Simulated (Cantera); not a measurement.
An isothermal, constant-pressure homogeneous reactor starts with 0.302 % C₂H₆, 99.7 % N₂, at 1825 K and 1330 Pa.

Computed with Cantera and GRI-Mech 3.0 (53 species, 325 reactions). GRI-Mech 3.0 stops at C3 and has no aromatics, soot or wall deposition, so with more carbon than oxygen in the feed, carbon stays in small species such as C2H2 where larger ones or solid carbon would form. Radical loss at walls, strong at low pressure, is not modelled.

One state of this run: x C₂H₆ = 1.32e-7; x HCN = 7.65e-5; x C₂H₂ = 0.00249; x H = 0.000508; x CH₄ = 0.000196; x C₂H = 2.55e-6. x: mole fraction; the columns are a selection and need not sum to one.

### Question
Which value of t (s) does it belong to?
A) 0.0179
B) 0.0504
C) 1.13
D) 0.00633

### Answer
D, 0.00633
